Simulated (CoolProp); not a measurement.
Vapour-liquid equilibrium of benzene (1) + m-xylene (2) at 600 kPa; x and y are mole fractions of (1).

Model: multi-fluid Helmholtz-energy mixture model, Thol 2012 and Zhou 2012; pair parameters Bell 2016, in CoolProp.

```
x      bubble temperature (°C)  y at the bubble point  dew temperature at overall composition x (°C)  liquid density (mol/L)
-----  -----------------------  ---------------------  ---------------------------------------------  ----------------------
0.05                     214.9                  0.126                                          218.3                   6.402
0.125                    207.3                  0.286                                          215.0                   6.610
0.2                      200.3                  0.419                                          211.5                   6.817
0.275                    193.8                  0.528                                          207.8                   7.026
0.35                     187.9                  0.619                                          204.0                   7.238
0.425                    182.4                  0.695                                          199.9                   7.454
0.5                      177.4                  0.759                                          195.5                   7.674
0.575                    172.7                  0.813                                          190.9                   7.899
0.65                     168.4                  0.859                                          185.8                   8.130
0.725                    164.3                  0.898                                          180.1                   8.369
0.8                      160.5                  0.932                                          173.9                   8.614
0.875                    156.9                  0.960                                          166.7                   8.869
0.95                     153.6                  0.985                                          158.2                   9.132
```

No azeotrope shows between x = 0.05 and 0.95.

Pair parameters are fitted to limited data, so mixtures are less certain than the pure fluids.
